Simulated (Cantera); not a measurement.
Gas mixture: H2O : O2 = 0.79 : 0.91 (molar parts), at 0.132 atm, frozen composition.

Cantera's kinetic-theory transport with the Lennard-Jones parameters of GRI-Mech 3.0, ideal gas; thermal conductivity in the multicomponent form. Polar gases are described roughly by these parameters.

D: mixture-averaged diffusion coefficient of that species in the mixture.

```json
[
 {"T (K)": "400", "ρ (kg/m³)": "0.102", "cp (J/kg/K)": "1257", "μ (µPa s)": "?", "λ (mW/m/K)": "37.2", "Pr": "0.686", "D (cm²/s) H": "16.6", "D (cm²/s) CO2": "2.08", "D (cm²/s) O": "4.46"},
 {"T (K)": "600", "ρ (kg/m³)": "0.0681", "cp (J/kg/K)": "1335", "μ (µPa s)": "?", "λ (mW/m/K)": "56.8", "Pr": "0.673", "D (cm²/s) H": "34.5", "D (cm²/s) CO2": "4.41", "D (cm²/s) O": "9.07"},
 {"T (K)": "800", "ρ (kg/m³)": "0.0511", "cp (J/kg/K)": "1414", "μ (µPa s)": "?", "λ (mW/m/K)": "76.6", "Pr": "0.670", "D (cm²/s) H": "57.0", "D (cm²/s) CO2": "7.37", "D (cm²/s) O": "14.8"},
 {"T (K)": "1000", "ρ (kg/m³)": "0.0409", "cp (J/kg/K)": "1485", "μ (µPa s)": "?", "λ (mW/m/K)": "96.1", "Pr": "0.669", "D (cm²/s) H": "83.6", "D (cm²/s) CO2": "10.9", "D (cm²/s) O": "21.7"},
 {"T (K)": "1200", "ρ (kg/m³)": "0.0341", "cp (J/kg/K)": "1548", "μ (µPa s)": "?", "λ (mW/m/K)": "115", "Pr": "0.669", "D (cm²/s) H": "114", "D (cm²/s) CO2": "14.9", "D (cm²/s) O": "29.4"},
 {"T (K)": "1400", "ρ (kg/m³)": "0.0292", "cp (J/kg/K)": "1604", "μ (µPa s)": "?", "λ (mW/m/K)": "135", "Pr": "0.670", "D (cm²/s) H": "148", "D (cm²/s) CO2": "19.4", "D (cm²/s) O": "38.1"},
 {"T (K)": "1600", "ρ (kg/m³)": "0.0256", "cp (J/kg/K)": "1654", "μ (µPa s)": "?", "λ (mW/m/K)": "153", "Pr": "0.670", "D (cm²/s) H": "185", "D (cm²/s) CO2": "24.4", "D (cm²/s) O": "47.6"}
]
```

Question: Some entries are withheld; supply them.

Answer: 
- 400, μ (µPa s): 20.3
- 600, μ (µPa s): 28.7
- 800, μ (µPa s): 36.3
- 1000, μ (µPa s): 43.3
- 1200, μ (µPa s): 49.9
- 1400, μ (µPa s): 56.2
- 1600, μ (µPa s): 62.1
